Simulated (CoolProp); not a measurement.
Model: reference Helmholtz-energy equation of state, Penoncello 2003, in CoolProp.

Problem. Give the vapour pressure (bar), enthalpy of vaporisation (kJ/kg), liquid cp (kJ/(kg K)), surface tension (mN/m) of saturated CHF3 (R23) at 190, 196.6, 222.9 K.

Solution. 
```csv
T (K),p (bar),enthalpy of vaporisation (kJ/kg),liquid cp (kJ/(kg K)),surface tension (mN/m)
190,0.949,240,1.24,17.1
196.6,1.38,235,1.25,15.8
222.9,4.74,210,1.32,11.0
```

Surface tension comes from a separate correlation (Mulero 2012).
